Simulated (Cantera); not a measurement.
An adiabatic, constant-volume homogeneous reactor starts with H2 : O2 : N2 = 1 : 0.227 : 0.855 (molar parts), equivalence ratio 2.2, at 1675 K and 110000 Pa.

Computed with Cantera and GRI-Mech 3.0 (53 species, 325 reactions).

Question: Predict: time of steepest temperature rise; temperature at 0.500 s; equilibrium temperature; x(H2) at 0.500 s; x(O2) at 0.500 s; x(NO2) at 0.500 s; x(H) at 0.500 s; x(H2O2) at 0.500 s; x(NO) at 0.500 s.

Answer: time of steepest temperature rise: 7.82 µs
temperature at 0.500 s: 2967 K
equilibrium temperature: 2967 K
x(H2) at 0.500 s: 0.268 (gas-phase equilibrium 0.268)
x(O2) at 0.500 s: 0.000586 (gas-phase equilibrium 0.000586)
x(NO2) at 0.500 s: 7.64e-8 (gas-phase equilibrium 7.64e-8)
x(H) at 0.500 s: 0.0552 (gas-phase equilibrium 0.0552)
x(H2O2) at 0.500 s: 1.16e-7 (gas-phase equilibrium 1.16e-7)
x(NO) at 0.500 s: 0.00182 (gas-phase equilibrium 0.00182)
